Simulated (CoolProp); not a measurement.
n-hexane at 298.15 K and 0.0109 MPa is throttled through a valve to 0.00251 MPa with no heat exchange. Each further row changes one setting.

Model: reference Helmholtz-energy equation of state, Thol 2019, in CoolProp.

```
case                          temperature change (K)  final density (kg/m³)
----------------------------  ----------------------  ---------------------
as stated                                       -0.4                 0.0875
outlet pressure 0.000753 MPa                    -0.5                 0.0262
outlet pressure 0.00326 MPa                     -0.4                  0.114
```
